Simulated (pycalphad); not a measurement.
Computed with pycalphad from the COST 507 light-alloy database (1999), at 1 atm. The database dates from 1999; later assessments differ in places, in temperatures and in the compounds included. Amounts are mole fractions of atoms.

Q: Give the equilibrium state of Si-34.36Zr (wt.%) at 1027 °C.

A: 
```
T = 1300.00 K, P = 101325 Pa, N = 1 mol of atoms
G = -72404 J/mol, H = 1562 J/mol, S = 56.90 J/(mol K)  (SER reference)
chemical potentials (J/mol): Si -45678, Zr -238231
phase             fraction      x(Si)      x(Zr)
DIAMOND_A4          0.5836     1.0000       none
SI2ZR               0.4164     0.6667     0.3333
```

Q: Give the equilibrium state of Si-34.36Zr (wt.%) at 1377 °C.

A: 
```
T = 1650.00 K, P = 101325 Pa, N = 1 mol of atoms
G = -93881 J/mol, H = 47986 J/mol, S = 85.98 J/(mol K)  (SER reference)
chemical potentials (J/mol): Si -66521, Zr -263640
phase             fraction      x(Si)      x(Zr)
LIQUID              0.7598     0.9227     0.0773
SI2ZR               0.2402     0.6667     0.3333
```

Database names, with the compositions (at.%) that they take in these runs: SI2ZR: Si 67 Zr 33. DIAMOND_A4 is diamond (Si). An entry "none" or "no" means that the model of the phase leaves that element out.
